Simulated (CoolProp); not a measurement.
A Linde-Hampson liquefier for CF4 (R14): isothermal reversible compression at 290 K from 1 atm to 10 MPa, throttling to 1 atm, return gas leaving the recuperator 10 K below the feed. Each further row changes one setting.

Model: reference Helmholtz-energy equation of state, Platzer 1990, in CoolProp. This equation is an older, rougher fit; its heat capacities, sound speeds and derivatives of the liquid may be far off and weren't checked against measurements.

```json
[
 {"case": "as stated", "liquid yield per pass": "?", "compression work (kJ/kg of gas)": "115"},
 {"case": "high pressure 20 MPa", "liquid yield per pass": "0.279", "compression work (kJ/kg of gas)": "?"},
 {"case": "warm-end temperature 320 K", "liquid yield per pass": "?", "compression work (kJ/kg of gas)": "?"},
 {"case": "warm-end gap 15 K", "liquid yield per pass": "?", "compression work (kJ/kg of gas)": "115"}
]
```

Problem. Complete the blanks.

Solution. 
- as stated, liquid yield per pass: 0.187
- high pressure 20 MPa, compression work (kJ/kg of gas): 128
- warm-end temperature 320 K, liquid yield per pass: 0.118
- warm-end temperature 320 K, compression work (kJ/kg of gas): 131
- warm-end gap 15 K, liquid yield per pass: 0.174
